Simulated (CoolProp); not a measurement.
Methane along the isotherm 273.6 K: density (kg/m³) from the reference equation and from simpler models built on Tc = 190.6 K, pc = 4.599 MPa, ω = 0.011; each cubic takes its own stable root.

Computed with CoolProp (reference Helmholtz-energy equation of state, Setzmann 1991).

| p (MPa) | phase | reference | ideal gas | van der Waals | Redlich-Kwong | Soave-Redlich-Kwong | Peng-Robinson |
|---|---|---|---|---|---|---|---|
| 2.87 | gas | 21.70 | 20.24 | 21.90 | 21.75 | 21.67 | 22.03 |
| 5.75 | supercritical | 46.74 | 40.55 | 47.99 | 46.85 | 46.48 | 47.97 |
| 8.62 | supercritical | 75.10 | 60.79 | 78.85 | 74.95 | 73.97 | 77.33 |
| 11.5 | supercritical | 106.0 | 81.10 | 112.2 | 104.7 | 102.9 | 108.6 |
| 14.4 | supercritical | 136.8 | 101.6 | 141.2 | 133.7 | 131.0 | 139.3 |
| 17.2 | supercritical | 163.5 | 121.3 | 162.2 | 158.5 | 155.4 | 166.1 |
| 20.1 | supercritical | 186.8 | 141.8 | 178.6 | 180.6 | 177.2 | 190.3 |
| 23 | supercritical | 206.0 | 162.2 | 191.2 | 199.4 | 195.9 | 211.1 |
| 25.9 | supercritical | 221.9 | 182.7 | 201.5 | 215.4 | 212.0 | 229.2 |
| 28.7 | supercritical | 234.8 | 202.4 | 209.8 | 228.8 | 225.5 | 244.3 |
| 31.6 | supercritical | 246.3 | 222.9 | 217.1 | 241.0 | 237.8 | 258.2 |
| 34.5 | supercritical | 256.4 | 243.3 | 223.5 | 251.8 | 248.7 | 270.6 |
| 37.4 | supercritical | 265.2 | 263.8 | 229.1 | 261.5 | 258.5 | 281.7 |
| 40.2 | supercritical | 272.9 | 283.5 | 233.9 | 270.0 | 267.1 | 291.4 |
| 43.1 | supercritical | 280.1 | 304.0 | 238.5 | 278.0 | 275.3 | 300.6 |
| 46 | supercritical | 286.7 | 324.4 | 242.6 | 285.3 | 282.7 | 309.1 |
